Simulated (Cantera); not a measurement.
A Cantera script and its output.

```python
import numpy as np
import cantera as ct

gas = ct.Solution("gri30.yaml")
gas.TPX = 1875, 100000, {'CH4': 1, 'CO2': 0.54, 'H2': 0.11}
reactor = ct.IdealGasConstPressureReactor(gas, energy="off", clone=False)
net = ct.ReactorNet([reactor])
net.rtol, net.atol = 1e-08, 1e-18
show = ['CH4', 'CO2', 'H2', 'CO', 'HO2']
times = np.geomspace(3e-06, 200, 13)

steps = ct.SolutionArray(gas, extra=["t"])
rows = []
print(f"{'t/s':>10s}{'T/K':>9s}{'P/Pa':>11s}" + "".join(f"{s:>11s}" for s in show))
for t in times:
    while net.time < t:
        t_next = net.step()
        steps.append(gas.state, t=t_next)
    rows.append([np.interp(t, steps.t, y) for y in (steps.T, steps.P, *steps(*show).X.T)])
    print(f"{t:10.3e}{rows[-1][0]:9.1f}{rows[-1][1]:11.4g}" + "".join(f"{x:11.3e}" for x in rows[-1][2:]))
rate = np.gradient(steps.T, steps.t)
print("integrator steps:", len(steps.t))
if steps.T.max() > steps.T[0] + 200:
    print(f"time of steepest temperature rise: {steps.t[rate.argmax()]:.4e} s")
gas.TPX = 1875, 100000, {'CH4': 1, 'CO2': 0.54, 'H2': 0.11}
gas.equilibrate("TP")
print(f"equilibrium (TP): T = {gas.T:.1f} K  " + "  ".join(f"{s} {gas[s].X[0]:.3e}" for s in show))
```

It prints:

```
       t/s      T/K       P/Pa        CH4        CO2         H2         CO        HO2
 3.000e-06   1875.0      1e+05  6.050e-01  3.271e-01  6.705e-02  7.132e-06  9.783e-14
 1.346e-05   1875.0      1e+05  6.007e-01  3.266e-01  6.885e-02  7.611e-05  1.856e-13
 6.041e-05   1875.0      1e+05  5.638e-01  3.211e-01  9.261e-02  1.274e-03  3.201e-13
 2.711e-04   1875.0      1e+05  3.760e-01  2.743e-01  2.466e-01  1.342e-02  8.639e-13
 1.216e-03   1875.0      1e+05  1.595e-01  1.719e-01  4.005e-01  6.907e-02  1.905e-12
 5.459e-03   1875.0      1e+05  4.067e-02  3.999e-02  4.157e-01  1.855e-01  1.655e-12
 2.449e-02   1875.0      1e+05  1.830e-02  1.484e-02  4.683e-01  2.443e-01  6.422e-13
 1.099e-01   1875.0      1e+05  1.055e-02  5.615e-03  5.426e-01  3.063e-01  6.615e-14
 4.932e-01   1875.0      1e+05  4.638e-03  3.532e-04  5.822e-01  3.380e-01  2.302e-16
 2.213e+00   1875.0      1e+05  3.999e-03  2.913e-07  5.850e-01  3.400e-01  1.744e-22
 9.932e+00   1875.0      1e+05  3.999e-03  2.847e-07  5.850e-01  3.400e-01  1.670e-22
 4.457e+01   1875.0      1e+05  3.999e-03  2.847e-07  5.850e-01  3.400e-01  1.670e-22
 2.000e+02   1875.0      1e+05  3.999e-03  2.847e-07  5.850e-01  3.400e-01  1.670e-22
integrator steps: 1912
equilibrium (TP): T = 1875.0 K  CH4 3.999e-03  CO2 2.859e-07  H2 5.850e-01  CO 3.400e-01  HO2 1.683e-22
```

Cantera simulation using GRI-Mech 3.0 (53 species, 325 reactions); the numbers are that mechanism's predictions, not measurements. GRI-Mech 3.0 stops at C3 and has no aromatics, soot or wall deposition, so with more carbon than oxygen in the feed, carbon stays in small species such as C2H2 where larger ones or solid carbon would form.
